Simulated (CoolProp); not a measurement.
Properties of R404A at several states.

The numbers come from the reference Helmholtz-energy equation of state, Lemmon 2003 in CoolProp. It is a pseudo-pure fit of the blend.

```tsv
T (K)	p (kPa)	phase	density (kg/m³)	isothermal compressibility (1/MPa)	Prandtl number
321.2	3020	liquid	934.4	0.02501	2.77
262.6	31	gas	1.397	32.52	0.810
370.2	157	gas	5.039	6.447	0.796
427.8	51.3	gas	1.411	19.54	0.811
262	27.8	gas	1.255	36.24	0.810
482.1	210	gas	5.144	4.790	0.828
```

Viscosity comes from a separate model (Geller 2000). Thermal conductivity comes from a separate model (Geller 2001).
